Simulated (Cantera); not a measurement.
Cantera run:

```python
import numpy as np
import cantera as ct

gas_names = """
    C CO CO2 C2 C2O C3 C3O2 C4 C5 Cu CuO Cu2 O O2 O3
""".split()
cond_names = """
    C(gr) Cu(cr) Cu(L) CuO(s) Cu2O(s) Cu2O(L)
""".split()


# ... load() reads the species with a 1 bar reference pressure and builds the phases ...
atoms = {
    'CuO': {'Cu': 1, 'O': 1},
    'C': {'C': 1},
    'CO': {'C': 1, 'O': 1},
}
top_T = {'C(gr)': 4500, 'CuO(s)': 1390}  # K; cautious upper limits of use, not melting points


# ... equilibrate(T, P, feed) seeds the gas with the atoms and calls Mixture.equilibrate('TP', solver="vcs", rtol=1e-11, max_steps=5000) ...
results = []
feed = {'CuO': 1, 'C': 2.9, 'CO': 0.046}  # mol
T = 2400  # K
P = 14  # Pa
mix = equilibrate(T, P, feed)
results.append((T, P, feed, dict(zip(mix.species_names, mix.species_moles))))
x = sorted(zip(gas.X, gas.species_names), reverse=True)
print(f"T = {T:g} K  P = {P:g} Pa  gas = {mix.phase_moles(0):.4g} mol")
print("   x: " + "  ".join(f"{s} {v:.3e}" for v, s in x if v > 0.001))
print("   condensed (mol): " + ("  ".join(f"{mix.phase(i).name} {mix.phase_moles(i):.4g}"
      for i in range(1, mix.n_phases) if mix.phase_moles(i) > 1e-12) or "none"))
```

Output:

```
T = 2400 K  P = 14 Pa  gas = 2.048 mol
   x: CO 5.107e-01  Cu 4.882e-01
   condensed (mol): C(gr) 1.895
```

Equilibrium computed with Cantera from the NASA thermochemical tables; the gas is ideal and each condensed phase is pure.
